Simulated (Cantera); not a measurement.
Input: 1 mol FeCl₃, 0.25 mol H₂O, 4.7 mol N₂, held at 1652 °C and 0.133 bar.

Equilibrium computed with Cantera from the NASA thermochemical tables; the gas is ideal and each condensed phase is pure. Candidate condensed phases: Fe, FeCl₂, FeCl₃, FeO, Fe(OH)₂, Fe(OH)₃, Fe₂O₃, Fe₃O₄, H₂O, NH₄Cl; 37 gas species. Kinetics and transport are ignored.

Base state: N₂ 0.690, FeCl₂ 0.146, HCl 0.0710, Cl 0.0703, O₂ 0.0168, Cl₂ 0.00220, NO 0.00164, FeCl₃ 0.00120 (mole fractions); condensed: gas only.

**Question.** What changes in the equilibrium state with this change: N₂ from 4.7 to 400 mol?

**Answer.** 
| species | before | after |
|---|---|---|
| N₂ | 0.690 | 0.995 |
| FeCl₂ | 0.146 | 0.00248 |
| Cl | 0.0703 | 0.00141 |
| HCl | 0.0710 | 0.00109 |
| O₂ | 0.0168 | 0.000166 |
| FeCl₃ | 0.00120 | 4.08e-7 |
| Cl₂ | 0.00220 | 8.83e-7 |
| ClO | 5.32e-5 | 1.06e-7 |
| H₂O | 0.00117 | 6.80e-5 |

**Question.** What changes in the equilibrium state with this change: temperature from 1652 °C to 1727 °C?

**Answer.** 
| species | before | after |
|---|---|---|
| N₂ | 0.690 | 0.688 |
| FeCl₂ | 0.146 | 0.146 |
| Cl | 0.0703 | 0.0734 |
| HCl | 0.0710 | 0.0699 |
| O₂ | 0.0168 | 0.0163 |
| H | 5.20e-6 | 1.41e-5 |
| O | 0.000131 | 0.000234 |
| OH | 0.000133 | 0.000227 |
